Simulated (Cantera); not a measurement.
Cantera with NASA thermochemical tables; ideal gases at 1 bar, condensed phases pure. Values are per mole of reaction as written; species without (g) are pure solids or liquids, kept so even where they would boil at 1 bar.

Problem. Between 1125 and 1925 K, where is each reaction favourable under standard conditions?
- 3 NH₃(g) + 5 CrO₃(g) → 9 OH(g) + 5 Cr + 3 NO₂(g)
- 9 H₂(g) + 6 NO(g) + 4 Cr → 6 NH₃(g) + 2 Cr₂O₃

Solution. 
- 3 NH₃(g) + 5 CrO₃(g) → 9 OH(g) + 5 Cr + 3 NO₂(g): ΔG° is 1359 kJ at 1125 K and 820 kJ at 1925 K; it stays positive (K < 1). ΔH° is 2156 kJ and ΔS° 694 J/K at 1925 K.
- 9 H₂(g) + 6 NO(g) + 4 Cr → 6 NH₃(g) + 2 Cr₂O₃: ΔG° is -1680 kJ at 1125 K and -647 kJ at 1925 K; it stays negative (K > 1). ΔH° is -3138 kJ and ΔS° -1294 J/K at 1925 K.
